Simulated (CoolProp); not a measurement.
Saturation properties of vinyl chloride.

The numbers come from the reference Helmholtz-energy equation of state, Thol 2022 in CoolProp.

```
T (K)  p (kPa)  liquid density (kg/m³)  vapour Z
-----  -------  ----------------------  --------
273.2    173.7                   945.2    0.9572
277.1    199.7                   938.2    0.9528
281      228.5                   931.1    0.9481
284.9    260.5                   924.0    0.9431
288.8    295.8                   916.8    0.9378
292.7    334.6                   909.5    0.9322
296.6    377.0                   902.2    0.9263
300.5    423.4                   894.8    0.9201
```

It boils at 259.3 K under 1 atm.
